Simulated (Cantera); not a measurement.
Input: 1 mol Al2O3, 0.049 mol H2, equilibrated at 1.00 bar.

Equilibrium computed with Cantera from the NASA thermochemical tables; the gas is ideal and each condensed phase is pure. Candidate condensed phases: Al, Al2O3, H2O; 19 gas species. Rates play no part. All values below are at 1575 K.

Base state: H2 1.000, H 4.16e-5 (mole fractions); condensed: Al2O3(s).

Task: What changes in the equilibrium state with this change: Al2O3 replaced by ZrN?

Result: 
```tsv
species	before	after
H2	1.000	1.000
H	4.16e-5	4.16e-5
Al2O3(s), mol	1.00	0
ZrN(s), mol	0	1.00
```
ZrN: taken at fixed stoichiometry. Further candidate phases: Zr, ZrN.
